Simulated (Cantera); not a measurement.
What does this Cantera script print?

```python
import numpy as np
import cantera as ct

gas = ct.Solution("h2o2.yaml")
gas.TPX = 575, 101325, {'H2': 1, 'O2': 0.385, 'N2': 1.58}
flame = ct.FreeFlame(gas, width=0.04)
flame.set_refine_criteria(ratio=3, slope=0.08, curve=0.16)
flame.transport_model = "mixture-averaged"
flame.solve(loglevel=0, auto=True)
z, T = flame.grid, flame.T
thick = (T[-1] - T[0]) / np.gradient(T, z).max()
show = ['H2', 'O2', 'H', 'H2O', 'O', 'OH']
print(f"laminar burning velocity  {flame.velocity[0] * 100:.3f} cm/s")
print(f"burnt temperature         {T[-1]:.1f} K")
print(f"thermal thickness         {thick * 1e3:.4f} mm")
print(f"grid points               {len(z)}")
z0 = z[flame.heat_release_rate.argmax()]
print(f"{'z/mm':>9s}{'T/K':>9s}{'u/(m/s)':>9s}" + "".join(f"{s:>11s}" for s in show))
rows = []
for k in (-3, -2, -1.5, -1, -0.5, -0.25, 0, 0.25, 0.5, 1, 2, 4, 8):
    zz = z0 + k * thick
    rows.append([k * thick, np.interp(zz, z, T), np.interp(zz, z, flame.velocity),
                 *(np.interp(zz, z, flame.X[gas.species_index(s)]) for s in show)])
    print(f"{rows[-1][0] * 1e3:9.3f}{rows[-1][1]:9.1f}{rows[-1][2]:9.3f}" + "".join(f"{x:11.3e}" for x in rows[-1][3:]))
```

Output:

```
laminar burning velocity  743.581 cm/s
burnt temperature         2447.6 K
thermal thickness         0.4563 mm
grid points               143
     z/mm      T/K  u/(m/s)         H2         O2          H        H2O          O         OH
   -1.369    575.0    7.436  3.373e-01  1.298e-01  7.165e-18  9.617e-15  2.844e-17  8.494e-19
   -0.913    575.0    7.436  3.373e-01  1.298e-01  3.524e-14  3.074e-12  2.909e-14  8.777e-16
   -0.684    575.0    7.436  3.373e-01  1.298e-01  6.423e-12  1.634e-10  2.195e-12  6.751e-14
   -0.456    575.0    7.436  3.372e-01  1.299e-01  1.821e-08  6.888e-08  1.291e-09  7.840e-11
   -0.228    586.2    7.555  3.345e-01  1.300e-01  1.162e-04  4.265e-04  5.672e-06  3.498e-05
   -0.114    785.5    9.913  3.042e-01  1.250e-01  6.268e-03  1.709e-02  2.805e-04  7.610e-04
    0.000   1229.5   15.008  1.967e-01  8.561e-02  4.368e-02  1.032e-01  4.795e-03  3.261e-03
    0.114   1541.9   18.571  1.021e-01  2.880e-02  7.365e-02  2.069e-01  8.792e-03  8.372e-03
    0.228   1683.4   20.122  8.281e-02  1.380e-02  7.272e-02  2.350e-01  8.449e-03  1.093e-02
    0.456   1829.6   21.662  8.276e-02  9.494e-03  6.051e-02  2.455e-01  7.166e-03  1.268e-02
    0.913   1979.4   23.182  8.504e-02  7.034e-03  4.641e-02  2.546e-01  5.373e-03  1.333e-02
    1.825   2123.7   24.601  8.605e-02  4.672e-03  3.344e-02  2.649e-01  3.516e-03  1.272e-02
    3.650   2247.5   25.782  8.610e-02  2.711e-03  2.276e-02  2.750e-01  1.985e-03  1.086e-02
```

Computed with Cantera and the H2/O2 subset of GRI-Mech 3.0, which has no nitrogen chemistry. Burning velocities carry a grid error of a few per cent, more on coarse grids.
